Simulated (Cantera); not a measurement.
Cantera with NASA thermochemical tables; ideal gases at 1 bar, condensed phases pure. Values are per mole of reaction as written; species without (g) are pure solids or liquids, kept so even where they would boil at 1 bar.

N₂(g) + 2 Cr₂O₃ = 2 Cr₂N + 6 O(g)

```csv
T (K),ΔH° (kJ),ΔS° (J/K),ΔG° (kJ),log10 K
300,[?],[?],[?],[?]
400,3514.8,746.8,3216.1,-419.98
550,3517.7,752.8,3103.7,-294.75
700,3520.2,756.8,2990.4,-223.14
850,[?],[?],[?],[?]
1000,3525.1,762.6,2762.5,-144.29
1150,3528.4,765.7,2647.9,-120.27
1300,[?],[?],[?],[?]
1450,3536.8,772.2,2417.2,-87.08
```

### Question
Fill in the missing entries.

### Answer

- 300, ΔH° (kJ): 3514.1
- 300, ΔS° (J/K): 744.9
- 300, ΔG° (kJ): 3290.7
- 300, log10 K: -572.94
- 850, ΔH° (kJ): 3522.4
- 850, ΔS° (J/K): 759.7
- 850, ΔG° (kJ): 2876.7
- 850, log10 K: -176.78
- 1300, ΔH° (kJ): 3532.3
- 1300, ΔS° (J/K): 768.8
- 1300, ΔG° (kJ): 2532.8
- 1300, log10 K: -101.77
